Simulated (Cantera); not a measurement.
Input: 1 mol CuO, 94 mol H2, 0.51 mol H2O, equilibrated at 1602 °C and 0.330 bar.

These are equilibrium values from Cantera (NASA tables, ideal gas, pure condensed phases), not measurements of a reactor. Candidate condensed phases: Cu, CuO, Cu(OH)2, Cu2O, H2O; 12 gas species. Rates play no part.

Base state: H2 0.979, H2O 0.0159, Cu 0.00377, H 0.00113 (mole fractions); condensed: Cu(l).

Question: What changes in the equilibrium state with this change: temperature from 1602 °C to 1627 °C?

Answer: 
```json
[
 {"species": "H2", "before": "0.979", "after": "0.978"},
 {"species": "H2O", "before": "0.0159", "after": "0.0159"},
 {"species": "Cu", "before": "0.00377", "after": "0.00490"},
 {"species": "H", "before": "0.00113", "after": "0.00137"},
 {"species": "Cu2", "before": "9.84e-6", "after": "1.41e-5"},
 {"species": "Cu(l), mol", "before": "0.641", "after": "0.532"}
]
```
